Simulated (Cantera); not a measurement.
What does this Cantera script print?

```python
import numpy as np
import cantera as ct

gas_names = """
    CL CLF CLF3 CL2 F F2 H HCL HF H2 H2F2 H3F3 H4F4 H5F5 H6F6 H7F7 Si SiCL SiCL2 SiCL3 SiCL4 SiF SiF2
    SiF3 SiF4 SiH SiHCL3 SiHF3 SiH2 SiH2CL2 SiH2F2 SiH3 SiH3CL SiH3F SiH4 Si2 Si3
""".split()
cond_names = """
    Si(cr) Si(L)
""".split()


def load(file, names, dense=False):
    # The tables refer to 1 bar. Condensed volumes are neglected.
    table = {s.name: s for s in ct.Species.list_from_file(file)}
    out = []
    for n in names:
        d = dict(table[n].input_data)
        d["thermo"] = dict(d["thermo"], **{"reference-pressure": 1e5})
        if dense:
            d["equation-of-state"] = {"model": "constant-volume", "density": "1e6 g/cm^3"}
        out.append(ct.Species.from_dict(d))
    return out


gas = ct.Solution(thermo="ideal-gas", species=load("nasa_gas.yaml", gas_names))
cond = {s.name: ct.Solution(thermo="fixed-stoichiometry", species=[s], name=s.name)
        for s in load("nasa_condensed.yaml", cond_names, dense=True)}
atoms = {
    'Si': {'Si': 1},
    'HCl': {'H': 1, 'CL': 1},
    'HF': {'H': 1, 'F': 1},
}
top_T = {}  # K; cautious upper limits of use, not melting points


def equilibrate(T, P, feed):
    n = {}
    for name, mol in feed.items():
        for a, k in atoms[name].items():
            n[a] = n.get(a, 0.0) + k * mol
    gas.TPX = T, P, n
    mass = sum(n.values()) * gas.mean_molecular_weight
    gas.equilibrate("TP")
    valid = [c for c in cond.values() if c.min_temp <= T <= top_T.get(c.name, c.max_temp)]
    mix = ct.Mixture([(gas, mass / gas.mean_molecular_weight)] + [(c, 0.0) for c in valid])
    mix.T, mix.P = T, P
    mix.equilibrate("TP", solver="vcs", rtol=1e-11, max_steps=5000)
    return mix


results = []
feed = {'Si': 1, 'HCl': 7.4, 'HF': 9}  # mol
T = 798  # K
P = 1000  # Pa
mix = equilibrate(T, P, feed)
results.append((T, P, feed, dict(zip(mix.species_names, mix.species_moles))))
print(gas.report(threshold=0.001))
for i in range(1, mix.n_phases):
    print(f"{mix.phase(i).name:16s} {mix.phase_moles(i):12.5e} mol")
```

Result:

```
       temperature   798 K
          pressure   1000 Pa
           density   0.0046774 kg/m^3
  mean mol. weight   31.035 kg/kmol
   phase of matter   gas

                          1 kg             1 kmol
                     ---------------   ---------------
          enthalpy       -7.1224e+06       -2.2104e+08  J
   internal energy       -7.3362e+06       -2.2768e+08  J
           entropy            8446.9        2.6215e+05  J/K
    Gibbs function       -1.3863e+07       -4.3023e+08  J
 heat capacity c_p            1112.9             34537  J/K
 heat capacity c_v            844.96             26223  J/K

                      mass frac. Y      mole frac. X     chem. pot. / RT
                     ---------------   ---------------   ---------------
               HCL           0.56449           0.48052           -42.991
                HF            0.2093           0.32468           -68.966
                H2         0.0084363           0.12987           -23.621
              SiF4           0.21777          0.064935           -288.39
     [  +33 minor]        1.3342e-07        1.0249e-07

Si(cr)            0.00000e+00 mol
```

These are equilibrium values from Cantera (NASA tables, ideal gas, pure condensed phases), not measurements of a reactor.
